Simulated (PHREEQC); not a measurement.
Make-up at 4.3 °C: 0.037 mol/kgw CuCl2, 0.012 mol/kgw H2SO4 and 0.017 mol/kgw Na2SO4. Closed to the air; pH follows from the charge balance.

Computed with PHREEQC (ion-association model, phreeqc.dat).

The pH comes out as 1.83, the ionic strength is 0.150 mol/kgw and the specific conductance comes out as 8510 µS/cm. The density is 1.008 g/cm³. The total alkalinity comes out as -24.0 meq/kg.

```csv
species,molality,activity,log γ
Cl-,0.0733,0.0545,-0.129
Na+,0.0333,0.0256,-0.114
Cu+2,0.0281,0.0103,-0.436
H+,0.0181,0.0147,-0.090
SO4-2,0.0142,0.00474,-0.476
CuSO4,0.00825,0.00854,0.015
HSO4-,0.00589,0.00451,-0.116
NaSO4-,0.000687,0.000529,-0.114
CuCl+,0.000680,0.000507,-0.127
CuCl2,1.13e-5,1.17e-5,0.015
CuOH+,9.33e-9,6.96e-9,-0.127
```

This is a speciation only: nothing precipitates in the calculation. Species that the database lacks are ignored. Away from 25 °C the constants follow the database's enthalpies or fits; those with neither stay at their 25 °C values.
